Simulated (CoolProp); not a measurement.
n-perfluorohexane along the isobar 0.782 MPa: fugacity coefficient from the reference equation and from simpler models built on Tc = 448.0 K, pc = 1.742 MPa, ω = 0.497; each cubic takes its own stable root.

Model: reference Helmholtz-energy equation of state, Gao 2022, in CoolProp.

```
T (K)   phase  reference  van der Waals  Redlich-Kwong  Soave-Redlich-Kwong  Peng-Robinson
-----  ------  ---------  -------------  -------------  -------------------  -------------
359.2  liquid     0.2922         0.7046         0.4854                    ?         0.2928
364    liquid     0.3286         0.7388              ?               0.3362         0.3292
368.9  liquid     0.3687         0.7742         0.5669               0.3775         0.3693
373.7  liquid     0.4107         0.7933         0.6093               0.4209         0.4114
378.6  liquid     0.4565         0.7999         0.6539               0.4681              ?
383.5  liquid     0.5052         0.8061         0.6996               0.5182         0.5059
388.3  liquid     0.5556         0.8120         0.7452               0.5700         0.5562
393.2  liquid     0.6097         0.8177         0.7816               0.6256         0.6102
398.1  liquid     0.6664         0.8231         0.7894               0.6835         0.6665
402.9  liquid          ?         0.8282         0.7967               0.7424         0.7239
412.6     gas     0.7910         0.8380         0.8103               0.7965         0.7822
417.5     gas     0.8000         0.8426         0.8167               0.8053         0.7909
422.4     gas     0.8084         0.8470         0.8228               0.8135         0.7992
427.2     gas     0.8162         0.8512         0.8286               0.8212         0.8069
432.1     gas     0.8238         0.8553         0.8341               0.8287         0.8144
```

Problem. Fill in the missing entries.

Solution. 
- 359.2, Soave-Redlich-Kwong: 0.2986
- 364, Redlich-Kwong: 0.5250
- 378.6, Peng-Robinson: 0.4572
- 402.9, reference: 0.7243

At some of these states van der Waals, Redlich-Kwong gives the other phase, because its saturation line lies elsewhere.
